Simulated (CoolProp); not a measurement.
The numbers come from the reference Helmholtz-energy equation of state, Schmidt 1985 in CoolProp. Above 300 K oxygen's equation is extrapolated.

Task: For oxygen, give the phase and the cp (kJ/(kg K)), speed of sound (m/s), Prandtl number at 908.2 K and 14.9 kPa; 89.6 K and 199 kPa; 859.2 K and 6540 kPa.

Result: 
- 908.2 K and 14.9 kPa: gas; cp 1.08, speed of sound 558, Prandtl number 0.747
- 89.6 K and 199 kPa: liquid; cp 1.70, speed of sound 910, Prandtl number 2.21
- 859.2 K and 6540 kPa: supercritical; cp 1.07, speed of sound 555, Prandtl number 0.751

Viscosity comes from a separate model (Lemmon 2004). Thermal conductivity comes from a separate model (Lemmon 2004).
